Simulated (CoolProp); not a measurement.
Aqueous potassium carbonate as a coolant, 20 % by mass, freezing at -8.8 °C, 1 atm.

The numbers come from the Melinder's fits for secondary coolants in CoolProp.

```
T (°C)  Prandtl number  density (kg/m³)  viscosity (mPa s)  cp (kJ/(kg K))
------  --------------  ---------------  -----------------  --------------
-0.7              17.1             1198               2.85           3.277
3                 15.3             1197               2.57           3.283
6.7               13.8             1196               2.33           3.288
10.4              12.4             1194               2.12           3.294
14.2              11.3             1193               1.94           3.300
17.9              10.3             1191               1.79           3.306
21.6              9.45             1190               1.66           3.311
25.3              8.69             1188               1.54           3.317
29.1              7.99             1186               1.43           3.322
32.8              7.38             1184               1.33           3.327
36.5              6.82             1182               1.24           3.332
```
